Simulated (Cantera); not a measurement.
A Cantera script and what it prints.

```python
import numpy as np
import cantera as ct

gas_names = """
    H H2 N NH NH2 NH3 N2 N2H2 N2H4 Si SiH SiH2 SiH3 SiH4 SiN Si2 Si2N Si3
""".split()
cond_names = """
    Si(cr) Si(L) Si3N4(a)
""".split()


# ... load() reads the species with a 1 bar reference pressure and builds the phases ...
atoms = {
    'trisilylamine': {'Si': 3, 'N': 1, 'H': 9},
    'NH3': {'N': 1, 'H': 3},
}
top_T = {'Si3N4(a)': 2400}  # K; cautious upper limits of use, not melting points


# ... equilibrate(T, P, feed) seeds the gas with the atoms and calls Mixture.equilibrate('TP', solver="vcs", rtol=1e-11, max_steps=5000) ...
results = []
feed = {'trisilylamine': 1, 'NH3': 0.27}  # mol
P = 90  # Pa
for T in [825, 925, 1025, 1125, 1225, 1325, 1425, 1525, 1625, 1725, 1825, 1925]:
    mix = equilibrate(T, P, feed)
    results.append((T, P, feed, dict(zip(mix.species_names, mix.species_moles))))

top = {s: max(r[3][s] / sum(r[3][g] for g in gas_names) for r in results) for s in gas_names}
cols = sorted((s for s in top if top[s] > 0.0001), key=lambda s: -top[s])[:7]
seen = [c for c in cond_names if any(r[3].get(c, 0) > 1e-12 for r in results)]
print("log10 of partial pressures in bar; condensed amounts in mol")
print(f"{'T/K':>10s}" + "".join(f"{s[:9]:>10s}" for s in cols + seen))
for T, P, feed, n in results:
    ng = sum(n[g] for g in gas_names)
    print(f"{T:10.4g}" + "".join(f"{np.log10(max(n[s] / ng * P / 1e5, 1e-99)):10.3f}" for s in cols)
          + "".join(f"{n.get(c, 0):10.4g}" for c in seen))
```

Output:

```
log10 of partial pressures in bar; condensed amounts in mol
       T/K        H2        N2         H        Si       SiH       Si2    Si(cr)     Si(L)  Si3N4(a)
       825    -3.046   -14.926   -12.623   -20.718   -19.555   -27.474     2.047         0    0.3175
       925    -3.046   -12.368   -11.107   -17.649   -17.006   -23.470     2.048         0    0.3175
      1025    -3.046   -10.312    -9.884   -15.181   -14.959   -20.252     2.048         0    0.3175
      1125    -3.046    -8.624    -8.875   -13.154   -13.279   -17.611     2.048         0    0.3175
      1225    -3.046    -7.215    -8.029   -11.461   -11.876   -15.405     2.048         0    0.3173
      1325    -3.046    -6.022    -7.310   -10.025   -10.688   -13.535     2.055         0    0.3149
      1425    -3.051    -5.000    -6.691    -8.793    -9.671   -11.931      2.13         0    0.2899
      1525    -3.085    -4.114    -6.169    -7.724    -8.804   -10.541     2.735         0    0.0883
      1625    -3.100    -3.987    -5.701    -6.788    -8.039    -9.325     2.999         0         0
      1725    -3.102    -3.988    -5.282    -5.993    -7.389    -8.315         0     2.993         0
      1825    -3.107    -3.992    -4.910    -5.342    -6.870    -7.529         0      2.97         0
      1925    -3.121    -4.002    -4.580    -4.759    -6.409    -6.826         0     2.882         0
```

Equilibrium computed with Cantera from the NASA thermochemical tables; the gas is ideal and each condensed phase is pure. The feed counts by its element totals alone. Mutual solubility and eutectic melting of coexisting phases are not modelled. The tables' values for SiN are old estimates; treat these amounts as uncertain. Gases not in the tables: Si2H6 and higher silanes.
